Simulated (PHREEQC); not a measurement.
Make-up at 78 °C: 43 mmol/kgw HF, 0.69 mmol/kgw KF, 0.53 mmol/kgw H2SiF6 and 96 mmol/kgw H2SO4. Closed to the air; pH follows from the charge balance.

Computed with PHREEQC (ion-association model, wateq4f.dat).

```
Property                  Value
----------------  -------------
pH                         1.08
ionic strength    0.111 mol/kgw
total alkalinity    -238 meq/kg
```

```json
[
 {"species": "H+", "molality": "0.103", "activity": "0.0830", "log γ": "-0.094"},
 {"species": "HSO4-", "molality": "0.0894", "activity": "0.0669", "log γ": "-0.126"},
 {"species": "HF", "molality": "0.0425", "activity": "0.0436", "log γ": "0.011"},
 {"species": "SO4-2", "molality": "0.00660", "activity": "0.00214", "log γ": "-0.489"},
 {"species": "K+", "molality": "0.000669", "activity": "0.000491", "log γ": "-0.134"},
 {"species": "H2F2", "molality": "0.000599", "activity": "0.000615", "log γ": "0.011"},
 {"species": "SiF6-2", "molality": "0.000492", "activity": "0.000161", "log γ": "-0.485"}
]
```

No solid was allowed to form. Species that the database lacks are ignored. Away from 25 °C the constants follow the database's enthalpies or fits; those with neither stay at their 25 °C values. SiF6-2 is the database's only silicon fluoride.
